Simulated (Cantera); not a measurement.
Charge: 1 mol Si2H6, 0.011 mol Cl2, 26 mol H2, 2.6 mol HCl, at 1.00 bar.

Method: chemical equilibrium by Gibbs-energy minimisation in Cantera with the NASA 1993 tables (ideal gas, pure condensed phases). Candidate condensed phases: Si; 19 gas species. The feed counts by its element totals alone. Gases not in the tables: Si2H6 and higher silanes. The numbers say what is thermodynamically allowed, not how fast it happens.

Task: What share of the Si ends up in condensed phases as a function of T (K), at 973, 1073, 1173, 1273, 1373, 1473, 1573, 1673, 1773?

Result: 
```tsv
T (K)	Si condensed (%)	as
973	64.0	Si(s)
1073	66.7	Si(s)
1173	70.5	Si(s)
1273	74.5	Si(s)
1373	77.6	Si(s)
1473	79.1	Si(s)
1573	79.5	Si(s)
1673	79.3	Si(s)
1773	80.6	Si(l)
```
